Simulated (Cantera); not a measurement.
Mixture: CH₄ : O₂ : N₂ = 1 : 1.11 : 4.18 (molar parts), at 1.00 bar, adiabatic and at constant volume. Ignition delay is the time to a rise of 400 K.

Computed with Cantera and GRI-Mech 3.0 (53 species, 325 reactions).

Problem. Predict: delay at 1150 K; delay at 1250 K; delay at 1350 K; delay at 1450 K; delay at 1550 K; delay at 1650 K; apparent activation energy between 1450 and 1650 K.

Solution. 
- delay at 1150 K = 0.125 s
- delay at 1250 K = 29.5 ms
- delay at 1350 K = 7.98 ms
- delay at 1450 K = 2.43 ms
- delay at 1550 K = 0.843 ms
- delay at 1650 K = 0.339 ms
- apparent activation energy between 1450 and 1650 K = 200 kJ/mol
